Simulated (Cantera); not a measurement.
Input (Python, Cantera):

```python
import numpy as np
import cantera as ct

gas = ct.Solution("gri30.yaml")
gas.TPX = 375, 13332, {'C3H8': 1, 'O2': 3.85, 'N2': 14.5}
flame = ct.FreeFlame(gas, width=0.16)
flame.set_refine_criteria(ratio=3, slope=0.08, curve=0.16)
flame.transport_model = "mixture-averaged"
flame.solve(loglevel=0, auto=True)
z, T = flame.grid, flame.T
thick = (T[-1] - T[0]) / np.gradient(T, z).max()
show = ['C3H8', 'O2', 'CH2CO', 'H', 'CO2', 'C2H2']
print(f"laminar burning velocity  {flame.velocity[0] * 100:.3f} cm/s")
print(f"burnt temperature         {T[-1]:.1f} K")
print(f"thermal thickness         {thick * 1e3:.4f} mm")
print(f"grid points               {len(z)}")
z0 = z[flame.heat_release_rate.argmax()]
print(f"{'z/mm':>9s}{'T/K':>9s}{'u/(m/s)':>9s}" + "".join(f"{s:>11s}" for s in show))
rows = []
for k in (-3, -2, -1.5, -1, -0.5, -0.25, 0, 0.25, 0.5, 1, 2, 4, 8):
    zz = z0 + k * thick
    rows.append([k * thick, np.interp(zz, z, T), np.interp(zz, z, flame.velocity),
                 *(np.interp(zz, z, flame.X[gas.species_index(s)]) for s in show)])
    print(f"{rows[-1][0] * 1e3:9.3f}{rows[-1][1]:9.1f}{rows[-1][2]:9.3f}" + "".join(f"{x:11.3e}" for x in rows[-1][3:]))
```

It prints:

```
laminar burning velocity  82.279 cm/s
burnt temperature         2129.8 K
thermal thickness         1.9391 mm
grid points               154
     z/mm      T/K  u/(m/s)       C3H8         O2      CH2CO          H        CO2       C2H2
   -5.817    375.1    0.824  5.162e-02  1.987e-01  1.291e-09  7.188e-14  5.712e-08  1.940e-08
   -3.878    376.2    0.829  5.146e-02  1.979e-01  4.118e-08  6.483e-11  1.454e-06  4.516e-07
   -2.909    382.0    0.846  5.123e-02  1.966e-01  4.286e-07  6.840e-09  1.248e-05  3.597e-06
   -1.939    439.7    0.986  5.029e-02  1.902e-01  1.013e-05  1.620e-06  2.119e-04  5.410e-05
   -0.970    867.0    2.027  3.615e-02  1.489e-01  3.295e-04  1.877e-04  3.681e-03  8.332e-04
   -0.485   1286.4    3.132  1.203e-02  1.021e-01  1.124e-03  1.349e-03  9.934e-03  2.261e-03
    0.000   1664.8    4.164  4.837e-04  5.442e-02  1.137e-03  5.433e-03  1.967e-02  3.784e-03
    0.485   1858.2    4.675  1.290e-06  2.536e-02  2.767e-04  1.057e-02  3.055e-02  1.837e-03
    0.970   1919.4    4.823  5.341e-10  1.232e-02  2.937e-05  1.424e-02  4.027e-02  3.425e-04
    1.939   1944.1    4.863  9.342e-17  5.122e-03  2.072e-07  1.711e-02  5.262e-02  5.647e-06
    3.878   1956.8    4.877  2.881e-25  3.507e-03  1.166e-10  1.765e-02  6.026e-02  4.789e-09
    7.757   1969.4    4.901  4.756e-33  3.141e-03  2.313e-14  1.692e-02  6.193e-02  9.801e-13
   15.513   1988.7    4.942  5.613e-41  2.776e-03  2.116e-18  1.543e-02  6.211e-02  4.157e-17
```

Computed with Cantera and GRI-Mech 3.0 (53 species, 325 reactions). GRI-Mech 3.0 was tuned for natural gas; its chemistry of propane as a main component is partial and can be far from experiment. Burning velocities carry a grid error of a few per cent, more on coarse grids.
